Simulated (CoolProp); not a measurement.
Vapour-liquid equilibrium of methanol (1) + toluene (2) at 1.57 MPa; x and y are mole fractions of (1).

Model: multi-fluid Helmholtz-energy mixture model, de Reuck 1993 and Lemmon 2006; pair parameters Bell 2016, in CoolProp.

```csv
x,"bubble temperature, mixture model (K)","bubble temperature, Raoult's law (K)","y, mixture model","y, Raoult's law"
0.05,494.3,505.2,0.276,0.227
0.2,459.0,479.3,___,0.575
0.35,446.9,463.2,0.707,0.741
0.5,440.7,451.7,0.762,0.840
0.65,___,443.0,0.815,0.906
0.8,432.4,435.9,0.880,0.954
0.95,___,430.0,0.967,0.990
```

Task: Complete the blanks.

Result: 
- 0.2, y, mixture model: 0.610
- 0.65, bubble temperature, mixture model (K): 436.2
- 0.95, bubble temperature, mixture model (K): 429.1

The largest gap from Raoult's law is -20.3 K in bubble temperature, at x = 0.2. No azeotrope shows between x = 0.05 and 0.95.

The pair parameters rest on a limited set of measurements; away from them the model extrapolates.
